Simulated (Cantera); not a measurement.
An adiabatic, constant-pressure homogeneous reactor starts with CH4 : O2 : N2 = 1 : 3.12 : 11.8 (molar parts), equivalence ratio 0.64, at 1750 K and 0.444 atm. Integrator tolerance rtol = 1e-08.

Detailed kinetics in Cantera: GRI-Mech 3.0 (53 species, 325 reactions).

| quantity | before | after |
|---|---|---|
| time of steepest temperature rise | 0.310 ms | 0.310 ms |
| temperature at 2.00 s | 2625 K | 2316 K |
| equilibrium temperature | 2625 K | 2316 K |
| x(CH4) at 2.00 s | <1e-12 (gas-phase equilibrium <1e-12) | <1e-12 (gas-phase equilibrium <1e-12) |
| x(O2) at 2.00 s | 0.0646 (gas-phase equilibrium 0.0646) | 0.131 (gas-phase equilibrium 0.131) |
| x(CH3) at 2.00 s | <1e-12 (gas-phase equilibrium <1e-12) | <1e-12 (gas-phase equilibrium <1e-12) |
| x(CO2) at 2.00 s | 0.0435 (gas-phase equilibrium 0.0435) | 0.0295 (gas-phase equilibrium 0.0295) |
| x(H2O2) at 2.00 s | 1.61e-7 (gas-phase equilibrium 1.61e-7) | 6.50e-8 (gas-phase equilibrium 6.50e-8) |
| x(HCN) at 2.00 s | 7.03e-11 (gas-phase equilibrium 7.03e-11) | <1e-12 (gas-phase equilibrium <1e-12) |
| x(C2H2) at 2.00 s | <1e-12 (gas-phase equilibrium <1e-12) | <1e-12 (gas-phase equilibrium <1e-12) |

**Question.** Which change was made?
A) constant volume in place of constant pressure
B) CH4 1 to 0.76 parts
C) initial temperature 1750 to 1150 K
D) CH4 1 to 0.48 parts

**Answer.** D, CH4 1 to 0.48 parts
